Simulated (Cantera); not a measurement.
An isothermal plug-flow reactor at 500 K and 3.30 bar (inlet), inlet velocity 2.2 m/s, active area per volume 290 1/m; feed H2 : O2 : N2 = 0.02 : 0.087 : 0.79 (molar parts), equivalence ratio 0.11.

Model: Deutschmann's 1995 Pt surface mechanism with GRI-Mech 3.0 gas chemistry, integrated in Cantera. Catalytic surfaces can have several steady states; this one follows from the mechanism file's or the stated starting coverage. Mass transfer to the wall is taken as infinitely fast.

x: gas mole fraction; θ: surface coverage.

| z (m) | x H2 | x O2 | x H2O | θ free Pt | θ O* | θ OH* |
|---|---|---|---|---|---|---|
| 4.3e-05 | 0.0212 | 0.0965 | 0.00110 | 0.322 | 0.574 | 0.102 |
| 7.2e-05 | 0.0205 | 0.0962 | 0.00178 | 0.313 | 0.583 | 0.103 |
| 0.00012 | 0.0195 | 0.0957 | 0.00283 | 0.299 | 0.596 | 0.104 |
| 0.0002 | 0.0180 | 0.0950 | 0.00437 | 0.277 | 0.616 | 0.105 |
| 0.00033 | 0.0159 | 0.0941 | 0.00643 | 0.248 | 0.644 | 0.106 |
| 0.00056 | 0.0132 | 0.0929 | 0.00916 | 0.209 | 0.684 | 0.106 |
| 0.00093 | 0.0104 | 0.0915 | 0.0121 | 0.166 | 0.730 | 0.103 |
| 0.0016 | … | 0.0902 | … | … | 0.783 | 0.0953 |
| 0.0026 | … | 0.0892 | … | … | 0.828 | … |
| 0.0043 | 0.00340 | 0.0884 | 0.0191 | 0.0564 | 0.869 | 0.0734 |

Q: What belongs in the gaps?

A: 
- 0.0016, x H2: 0.00741
- 0.0016, x H2O: 0.0151
- 0.0016, θ free Pt: 0.120
- 0.0026, x H2: 0.00517
- 0.0026, x H2O: 0.0173
- 0.0026, θ free Pt: 0.0850
- 0.0026, θ OH*: 0.0855
